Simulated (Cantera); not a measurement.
Charge: 1 mol Si, 0.81 mol Cl2, 11 mol H2, held at 0.520 bar.

Cantera equilibrium calculation (NASA polynomials, part measured and part estimated; ideal gas, pure solids and liquids). Candidate condensed phases: Si; 19 gas species. The tables' values for SiCl3 are old estimates; treat these amounts as uncertain. Equilibrium is a limit: real reactors are often held back by kinetics, nucleation or transport. All values below are at 1625 K.

Base state: H2 0.893, HCl 0.0795, SiCl2 0.0248, SiCl3 0.00178, SiHCl3 0.000523, SiCl4 0.000299, SiH2Cl2 0.000155, H 9.25e-5 (mole fractions); condensed: Si(s).

Problem. What changes in the equilibrium state with this change: pressure from 0.520 bar to 3.80 bar?

Solution. 
```json
[
 {"species": "H2", "before": "0.893", "after": "0.900"},
 {"species": "HCl", "before": "0.0795", "after": "0.0717"},
 {"species": "SiCl2", "before": "0.0248", "after": "0.0200"},
 {"species": "SiH3Cl", "before": "1.37e-5", "after": "9.13e-5"},
 {"species": "SiH2Cl2", "before": "0.000155", "after": "0.000920"},
 {"species": "Si(s), mol", "before": "0.675", "after": "0.663"}
]
```
